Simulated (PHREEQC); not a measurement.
3.8 g of hydrous ferric oxide (600 m²/g; 0.2 weak and 0.005 strong sites per Fe, Dzombak-Morel constants, diffuse double layer) in 1 kg of water with 0.05 mol/kgw of an inert sodium salt and 0.011 mol/kgw CaCl2, at 25 °C; the pH is set by adding NaOH or the inert anion's acid. O2 is buffered at 0.21 atm. CO2 from the air is kept out. Nothing may precipitate in this run.

The numbers come from PHREEQC with the ion-association model, wateq4f.dat.

Predict Ca sorbed (%) at pH = 7.5, 8.5.


```
pH   Ca sorbed (%)
---  -------------
7.5            4.5
8.5           24.1
```
